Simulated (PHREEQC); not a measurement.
## Phosphoric acid bath (model solution)

A solution holds 0.006 mol/kgw KH2PO4 and 0.00039 mol/kgw HCl, at 25 °C. Closed to the air; pH follows from the charge balance.

Model: ion-association model, phreeqc.dat, run in PHREEQC.

Each row changes one thing in this solution. No solid was allowed to form.

```csv
case,pH,ionic strength (mol/kgw),H3PO4 (mol/kgw),HPO4-2 (mol/kgw),KHPO4- (mol/kgw)
as made,3.68,0.00623,0.000166,2.21e-6,1.85e-8
temperature from 25 to 45 °C,3.72,(withheld),0.000187,2.72e-6,2.26e-8
temperature from 25 to 35 °C,3.70,0.00622,(withheld),2.45e-6,2.05e-8
HCl from 0.00039 to 3.9e-05 mol/kgw,4.53,0.00605,2.37e-5,1.61e-5,1.36e-7
HCl left out,4.80,0.00605,1.28e-5,2.97e-5,2.51e-7
```

### Question
Fill in the missing entries.

### Answer

- temperature from 25 to 45 °C, ionic strength (mol/kgw): 0.00621
- temperature from 25 to 35 °C, H3PO4 (mol/kgw): 0.000177

Complexes and solids missing from the database can't appear. Constants without temperature data keep their 25 °C values here.
